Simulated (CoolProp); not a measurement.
Model: reference Helmholtz-energy equation of state, Lemmon 2006, in CoolProp. It is a short technical equation, of lower accuracy than the large ones.

Problem. For R141b, give the phase and the cp (kJ/(kg K)), expansivity (1/kK), Prandtl number at 419.6 K and 1.57 MPa; 500 K and 1.57 MPa.

Solution. 
- 419.6 K and 1.57 MPa: gas; cp 1.17, expansivity 6.11, Prandtl number 0.719
- 500 K and 1.57 MPa: gas; cp 1.07, expansivity 2.99, Prandtl number 0.560

Viscosity comes from a separate model (Huber 2003), an estimate that may be off by 10 % or more. Thermal conductivity comes from a separate model (Huber 2003), an estimate that may be off by 10 % or more.
